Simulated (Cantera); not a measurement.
Charge: 1 mol SiH₄, 0.071 mol C₂H₄, 39 mol H₂, equilibrated at 1848 K and 97.5 Torr.

Method: chemical equilibrium by Gibbs-energy minimisation in Cantera with the NASA 1993 tables (ideal gas, pure condensed phases). Candidate condensed phases: C, C₆H₆, C₇H₈, C₈H₁₈, Si, SiC; 87 gas species. Mutual solubility and eutectic melting of coexisting phases are not modelled. Gases not in the tables: Si₂H₆ and higher silanes. The numbers say what is thermodynamically allowed, not how fast it happens.

Base state: H₂ 0.998, H 0.00147, Si 4.83e-5, SiH₂ 4.15e-5, SiH 1.73e-5 (mole fractions); condensed: Si(l) + SiC(s).

What changes in the equilibrium state with this change: SiH₄ replaced by SiCl₄?


```json
[
 {"species": "H₂", "before": "0.998", "after": "0.916"},
 {"species": "HCl", "before": "0", "after": "0.0676"},
 {"species": "SiCl₂", "before": "0", "after": "0.0144"},
 {"species": "SiCl₃", "before": "0", "after": "0.000151"},
 {"species": "SiCl", "before": "0", "after": "8.06e-5"},
 {"species": "Cl", "before": "0", "after": "7.89e-5"},
 {"species": "SiH₂", "before": "4.15e-5", "after": "3.81e-5"},
 {"species": "SiH", "before": "1.73e-5", "after": "1.66e-5"},
 {"species": "Si(l), mol", "before": "0.854", "after": "0.249"},
 {"species": "SiC(s), mol", "before": "0.142", "after": "0.142"}
]
```
The tables' values for SiCl₃, SiCl are old estimates; treat these amounts as uncertain.

What changes in the equilibrium state with this change: temperature from 1848 K to 1925 K?


```tsv
species	before	after
H₂	0.998	0.997
H	0.00147	0.00265
Si	4.83e-5	0.000134
SiH	1.73e-5	3.92e-5
SiH₂	4.15e-5	6.79e-5
Si(l), mol	0.854	0.848
SiC(s), mol	0.142	0.142
```

What changes in the equilibrium state with this change: SiH₄ replaced by CH₃SiH₃?


```
species            before     after
----------------  -------  --------
H₂                  0.998     0.998
H                 0.00147   0.00147
C₂H₂ (acetylene)  2.29e-7  0.000257
CH₄               2.55e-6   8.53e-5
Si                4.83e-5   1.44e-6
SiH₂              4.15e-5   1.24e-6
SiH               1.73e-5   5.17e-7
Si(l), mol          0.854         0
SiC(s), mol         0.142     1.000
C(graphite), mol        0     0.117
```
The feed counts by its element totals alone.
